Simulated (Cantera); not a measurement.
Equilibrium for carbon deposition, reforming and gasification: toluene + O2 + N2

Charge: 1 mol toluene, 0.53 mol O2, 1.3 mol N2, equilibrated at 725 K.

These are equilibrium values from Cantera (NASA tables, ideal gas, pure condensed phases), not measurements of a reactor. Candidate condensed phases: C, C6H6, C7H8, C8H18, H2O; 136 gas species. The ideal-gas law is rough above about 30 bar. Kinetics and transport are ignored.

```
P (Pa)      x H2     x CH4   x N2    x H2O      x CO    x CO2     x NH3    x C2H6  n C(graphite)
--------  ------  --------  -----  -------  --------  -------  --------  --------  -------------
10         0.630  0.000204  0.206  0.00192     0.158  0.00363   1.55e-7    <1e-12           5.97
72         0.633   0.00148  0.210   0.0111     0.127   0.0168   1.14e-6  2.29e-11           6.10
520        0.621    0.0103  0.222   0.0425    0.0684   0.0352   8.23e-6   1.13e-9           6.33
3700       0.539    0.0552  0.244   0.0999    0.0260   0.0363   4.95e-5   3.73e-8           6.37
27000      0.352     0.172  0.278    0.159   0.00870   0.0295  0.000204   5.55e-7           6.02
190000     0.173     0.291  0.309    0.196   0.00311   0.0266  0.000520   3.25e-6           5.65
1400000   0.0708     0.360  0.327    0.214   0.00113   0.0257   0.00103   1.21e-5           5.46
10000000  0.0275     0.389  0.334    0.222  0.000419   0.0254   0.00181   3.63e-5           5.39
```
x: gas mole fraction; n: condensed amount in mol.

From 0.0750 Torr to 75000 Torr the condensed part is C(graphite). The main C-bearing gas is CO at 0.0750 Torr and CH4 at 75000 Torr. The share of C in condensed phases is highest at 27.8 Torr (91.0 %) and lowest at 75000 Torr (77.0 %).
